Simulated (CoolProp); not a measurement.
The numbers come from the reference Helmholtz-energy equation of state, Gedanitz 2015 in CoolProp.

Q: Give the vapour pressure (kPa), liquid density (kg/m³), vapour density (kg/m³), enthalpy of vaporisation (kJ/kg) of saturated cyclopentane at 341.9, 361.7, 411.3 K.

A: 
| T (K) | p (kPa) | liquid density (kg/m³) | vapour density (kg/m³) | enthalpy of vaporisation (kJ/kg) |
|---|---|---|---|---|
| 341.9 | 185 | 695 | 4.81 | 374 |
| 361.7 | 315 | 673 | 7.97 | 358 |
| 411.3 | 939 | 611 | 23.2 | 308 |
